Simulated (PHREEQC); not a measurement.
NaOH is added in steps, without added water, to 1 kg of water holding 0.53 mol HCl, 0.0078 mol Al2(SO4)3 and 0.00012 mol Fe2(SO4)3, at 25 °C. Oxygen is held at 0.21 atm. The system is closed to CO2. Solids allowed: Gibbsite, Fe(OH)3(a), Jarosite-Na, Basaluminite, Halite, Mirabilite. Others were left out.

Base run: PHREEQC, ion-association model, wateq4f.dat. Each further column changes one thing. The table gives pH.

| NaOH added (mol) | base | Davies equation for every ion | Debye-Hückel limiting law | database phreeqc.dat | all activity coefficients set to 1 |
|---|---|---|---|---|---|
| 0 | 0.41 | 0.42 | 0.69 | 0.41 | 0.29 |
| 0.07625 | 0.48 | 0.49 | 0.76 | 0.48 | 0.36 |
| 0.1525 | 0.57 | 0.58 | 0.84 | 0.57 | 0.44 |
| 0.2288 | 0.67 | 0.68 | 0.94 | 0.67 | 0.54 |
| 0.305 | 0.80 | 0.81 | 1.07 | 0.80 | 0.67 |
| 0.3812 | 0.99 | 1.01 | 1.25 | 0.99 | 0.86 |
| 0.4575 | 1.32 | 1.34 | 1.57 | 1.32 | 1.19 |
| 0.5337 | 3.78 | 3.81 | 4.55 | 3.78 | 3.66 |
| 0.61 | 12.20 | 12.28 | 12.01 | 12.20 | 12.41 |

 phreeqc.dat and wateq4f.dat share most of their constants, so their agreement is no independent check. Solids allowed in the column 'database phreeqc.dat': Gibbsite, Fe(OH)3(a), Halite.
